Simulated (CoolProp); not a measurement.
Model: reference Helmholtz-energy equation of state, Lemmon 2016, in CoolProp.

Problem. For R227EA, give the phase and the cv (kJ/(kg K)), isothermal compressibility (1/MPa) at 55.65 °C and 3.27 MPa; 183.55 °C and 3.27 MPa.

Solution. 
- 55.65 °C and 3.27 MPa: liquid; cv 0.875, isothermal compressibility 0.0103
- 183.55 °C and 3.27 MPa: supercritical; cv 0.993, isothermal compressibility 0.381
